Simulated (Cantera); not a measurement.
A freely propagating, adiabatic, planar premixed flame of H2 : O2 : N2 = 1 : 0.179 : 0.536 (molar parts), unburnt at 600 K and 100.0 Torr; mixture-averaged transport, grid criteria slope 0.08 and curve 0.16, no radiation.

Model: the H2/O2 subset of GRI-Mech 3.0, which has no nitrogen chemistry, integrated in Cantera. Burning velocities carry a grid error of a few per cent, more on coarse grids.

x: mole fraction of selected species; z is measured from the peak of heat release.

```json
[
 {"z (mm)": "-19.1", "T (K)": "600", "u (m/s)": "7.11", "x H2": "0.583", "x O2": "0.104", "x HO2": "<1e-8", "x OH": "<1e-8", "x H2O2": "<1e-8", "x H2O": "<1e-8"},
 {"z (mm)": "-12.7", "T (K)": "600", "u (m/s)": "7.11", "x H2": "0.583", "x O2": "0.104", "x HO2": "<1e-8", "x OH": "<1e-8", "x H2O2": "<1e-8", "x H2O": "<1e-8"},
 {"z (mm)": "-9.53", "T (K)": "600", "u (m/s)": "7.11", "x H2": "0.583", "x O2": "0.104", "x HO2": "<1e-8", "x OH": "<1e-8", "x H2O2": "<1e-8", "x H2O": "<1e-8"},
 {"z (mm)": "-6.35", "T (K)": "600", "u (m/s)": "7.11", "x H2": "0.583", "x O2": "0.104", "x HO2": "1.06e-6", "x OH": "<1e-8", "x H2O2": "<1e-8", "x H2O": "1.13e-7"},
 {"z (mm)": "-3.18", "T (K)": "614", "u (m/s)": "7.27", "x H2": "0.581", "x O2": "0.104", "x HO2": "3.85e-5", "x OH": "2.45e-5", "x H2O2": "___", "x H2O": "0.000927"},
 {"z (mm)": "-1.59", "T (K)": "743", "u (m/s)": "8.67", "x H2": "0.554", "x O2": "0.100", "x HO2": "2.51e-5", "x OH": "0.000177", "x H2O2": "___", "x H2O": "0.0130"},
 {"z (mm)": "0", "T (K)": "1090", "u (m/s)": "12.4", "x H2": "0.417", "x O2": "0.0533", "x HO2": "9.46e-6", "x OH": "0.00130", "x H2O2": "___", "x H2O": "0.112"},
 {"z (mm)": "1.59", "T (K)": "1304", "u (m/s)": "14.8", "x H2": "0.330", "x O2": "0.00405", "x HO2": "7.06e-7", "x OH": "0.00141", "x H2O2": "___", "x H2O": "0.208"},
 {"z (mm)": "3.18", "T (K)": "1382", "u (m/s)": "15.6", "x H2": "0.330", "x O2": "0.000348", "x HO2": "5.63e-8", "x OH": "0.00152", "x H2O2": "3.58e-8", "x H2O": "0.216"},
 {"z (mm)": "6.35", "T (K)": "1475", "u (m/s)": "16.6", "x H2": "0.339", "x O2": "0.000162", "x HO2": "2.45e-8", "x OH": "0.00187", "x H2O2": "3.84e-8", "x H2O": "0.218"},
 {"z (mm)": "12.7", "T (K)": "1586", "u (m/s)": "17.7", "x H2": "0.350", "x O2": "0.000145", "x HO2": "2.04e-8", "x OH": "0.00223", "x H2O2": "___", "x H2O": "0.219"},
 {"z (mm)": "25.4", "T (K)": "1704", "u (m/s)": "18.8", "x H2": "0.363", "x O2": "0.000115", "x HO2": "1.59e-8", "x OH": "0.00246", "x H2O2": "___", "x H2O": "0.221"},
 {"z (mm)": "50.8", "T (K)": "1820", "u (m/s)": "19.9", "x H2": "0.375", "x O2": "7.99e-5", "x HO2": "1.16e-8", "x OH": "0.00246", "x H2O2": "___", "x H2O": "0.224"}
]
```

**Question.** Fill in the missing entries.

**Answer.** 
- -3.18, x H2O2: 3.48e-7
- -1.59, x H2O2: 2.12e-7
- 0, x H2O2: 1.20e-7
- 1.59, x H2O2: 4.25e-8
- 12.7, x H2O2: 3.52e-8
- 25.4, x H2O2: 2.56e-8
- 50.8, x H2O2: 1.53e-8
